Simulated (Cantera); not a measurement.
Input (Python, Cantera) and output of one run.

```python
import numpy as np
import cantera as ct

gas_names = """
    F F2 N NF NF2 NF3 N2 Si SiF SiF2 SiF3 SiF4 SiN Si2 Si2N Si3
""".split()
cond_names = """
    Si(cr) Si(L) Si3N4(a)
""".split()


# ... load() reads the species with a 1 bar reference pressure and builds the phases ...
atoms = {
    'Si': {'Si': 1},
    'NF3': {'N': 1, 'F': 3},
}
top_T = {'Si3N4(a)': 2400}  # K; cautious upper limits of use, not melting points


# ... equilibrate(T, P, feed) seeds the gas with the atoms and calls Mixture.equilibrate('TP', solver="vcs", rtol=1e-11, max_steps=5000) ...
results = []
feed = {'Si': 1, 'NF3': 6.9}  # mol
P = 3300  # Pa
for T in [923, 948, 973, 998, 1023, 1048, 1073, 1098, 1123, 1148, 1173, 1198, 1223, 1248]:
    mix = equilibrate(T, P, feed)
    results.append((T, P, feed, dict(zip(mix.species_names, mix.species_moles))))

top = {s: max(r[3][s] / sum(r[3][g] for g in gas_names) for r in results) for s in gas_names}
cols = sorted((s for s in top if top[s] > 1e-06), key=lambda s: -top[s])[:8]
seen = [c for c in cond_names if any(r[3].get(c, 0) > 1e-12 for r in results)]
print("log10 of partial pressures in bar; condensed amounts in mol")
print(f"{'T/K':>10s}" + "".join(f"{s[:9]:>10s}" for s in cols + seen))
for T, P, feed, n in results:
    ng = sum(n[g] for g in gas_names)
    print(f"{T:10.4g}" + "".join(f"{np.log10(max(n[s] / ng * P / 1e5, 1e-99)):10.3f}" for s in cols)
          + "".join(f"{n.get(c, 0):10.4g}" for c in seen))
```

Output:

```
log10 of partial pressures in bar; condensed amounts in mol
       T/K         F        F2        N2      SiF4       NF3       NF2
       923    -2.256    -1.777    -2.093    -2.623    -3.538    -7.363
       948    -2.149    -1.809    -2.102    -2.636    -3.784    -7.348
       973    -2.053    -1.850    -2.115    -2.650    -4.035    -7.346
       998    -1.967    -1.901    -2.129    -2.665    -4.292    -7.358
      1023    -1.892    -1.962    -2.145    -2.682    -4.556    -7.383
      1048    -1.828    -2.034    -2.162    -2.699    -4.830    -7.421
      1073    -1.774    -2.118    -2.179    -2.716    -5.114    -7.473
      1098    -1.730    -2.213    -2.195    -2.733    -5.406    -7.537
      1123    -1.694    -2.317    -2.210    -2.748    -5.705    -7.612
      1148    -1.667    -2.429    -2.223    -2.760    -6.010    -7.695
      1173    -1.645    -2.547    -2.233    -2.771    -6.316    -7.785
      1198    -1.630    -2.670    -2.242    -2.780    -6.622    -7.879
      1223    -1.618    -2.794    -2.248    -2.786    -6.926    -7.976
      1248    -1.609    -2.919    -2.253    -2.791    -7.224    -8.073
```

Cantera equilibrium calculation (NASA polynomials, part measured and part estimated; ideal gas, pure solids and liquids).
